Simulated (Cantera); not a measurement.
Feed: 1 mol PbO, 0.56 mol C, a varied amount of H₂, at 1802 °C and 900 Torr.

Method: chemical equilibrium by Gibbs-energy minimisation in Cantera with the NASA 1993 tables (ideal gas, pure condensed phases). Candidate condensed phases: C, C₆H₆, C₇H₈, C₈H₁₈, H₂O, Pb, PbO, PbO₂, Pb₃O₄; 113 gas species. Gases not in the tables: (PbO)n polymers. Equilibrium is a limit: real reactors are often held back by kinetics, nucleation or transport.

**Question.** At 0.27 mol H₂, list the 4 most abundant gas species with their mole fractions, and the condensed phases.

**Answer.** Pb 0.534, CO 0.187, CO₂ 0.119, H₂O 0.111. Condensed: gas only.
